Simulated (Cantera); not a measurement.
A Cantera script and its output.

```python
import numpy as np
import cantera as ct

surf = ct.Interface("ptcombust.yaml", "Pt_surf")
gas = surf.adjacent["gas"]
gas.TPX = 300, 3100, {'H2': 0.012, 'O2': 0.056, 'N2': 0.79}
jet = ct.ImpingingJet(gas=gas, width=0.032, surface=surf)
jet.inlet.mdot, jet.inlet.T, jet.inlet.X = 0.025, 300, {'H2': 0.012, 'O2': 0.056, 'N2': 0.79}
jet.set_refine_criteria(ratio=10, slope=0.2, curve=0.3)
show, cover = ['H2', 'O2', 'H2O', 'OH'], ["PT(S)", "H(S)", "O(S)", "OH(S)", "CO(S)", "C(S)"]

rows = []
print(f"{'Ts/K':>7s}" + "".join(f"{s:>11s}" for s in show + cover) + "   (gas at the wall, coverages)")
for i, Ts in enumerate([700, 750, 800, 850, 900, 950]):
    jet.surface.T = Ts
    if i == 0:
        surf.TP = Ts, 3100
        surf.coverages = "PT(S):0.5, O(S):0.5"
        surf.advance_coverages(1.0)
        jet.set_initial_guess(products="inlet")
    jet.solve(loglevel=0, auto=(i == 0))
    rows.append([*(jet.X[gas.species_index(s), -1] for s in show), *surf[cover].coverages])
    print(f"{Ts:7g}" + "".join(f"{x:11.3e}" for x in rows[-1]))
```

Result:

```
   Ts/K         H2         O2        H2O         OH      PT(S)       H(S)       O(S)      OH(S)      CO(S)       C(S)   (gas at the wall, coverages)
    700  2.104e-03  5.281e-02  2.241e-02  1.429e-10  8.689e-02  2.623e-09  9.116e-01  1.477e-03 -9.364e-25 -4.815e-35
    750  1.706e-03  5.244e-02  2.301e-02  8.502e-10  1.156e-01  6.310e-09  8.832e-01  1.229e-03  6.233e-17 -8.565e-29
    800  1.284e-03  5.204e-02  2.366e-02  3.791e-09  1.653e-01  1.661e-08  8.337e-01  1.087e-03  6.674e-17  2.885e-29
    850  9.836e-04  5.177e-02  2.409e-02  1.393e-08  2.288e-01  4.046e-08  7.702e-01  9.623e-04  1.303e-15  1.079e-25
    900  7.895e-04  5.160e-02  2.434e-02  4.390e-08  2.994e-01  8.784e-08  6.997e-01  8.409e-04  3.042e-17  1.812e-25
    950  6.620e-04  5.150e-02  2.447e-02  1.219e-07  3.730e-01  1.725e-07  6.263e-01  7.263e-04  1.402e-18  1.938e-25
```

Model: Deutschmann's 1995 Pt surface mechanism with GRI-Mech 3.0 gas chemistry, integrated in Cantera. Catalytic surfaces can have several steady states; this one follows from the mechanism file's or the stated starting coverage.
